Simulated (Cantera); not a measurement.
# Moist CO burnout

A perfectly stirred reactor is fed with 1.22 % CO, 9.39 % O2, 11.8 % H2O, 77.6 % N2, equivalence ratio 0.065, at 750 Torr; it is held at 1348 K, and followed from long to short residence time.

Model: GRI-Mech 3.0 (53 species, 325 reactions), integrated in Cantera.

| τ (s) | x CO | x O2 | x H2O | x NO | x CO2 |
|---|---|---|---|---|---|
| 2.0 | 3.62e-5 | 0.0883 | 0.119 | 9.32e-8 | 0.0123 |
| 0.81 | 6.68e-5 | 0.0883 | 0.119 | 1.03e-7 | 0.0123 |
| 0.33 | 0.000122 | 0.0883 | 0.119 | 1.03e-7 | 0.0122 |
| 0.13 | 0.000228 | 0.0884 | 0.119 | 8.92e-8 | 0.0121 |
| 0.055 | 0.000403 | 0.0884 | 0.119 | 6.94e-8 | 0.0119 |
| 0.022 | 0.000735 | 0.0886 | 0.119 | 4.93e-8 | 0.0116 |
| 0.0090 | 0.00130 | 0.0888 | 0.119 | 3.50e-8 | 0.0110 |
| 0.0037 | 0.00225 | 0.0892 | 0.119 | 2.64e-8 | 0.0101 |
| 0.0015 | 0.00377 | 0.0898 | 0.118 | 2.14e-8 | 0.00853 |
| 0.00061 | 0.00590 | 0.0908 | 0.118 | 1.64e-8 | 0.00638 |
| 0.00025 | 0.00841 | 0.0919 | 0.118 | 8.73e-9 | 0.00385 |
x: mole fraction; the columns are a selection and need not sum to one.
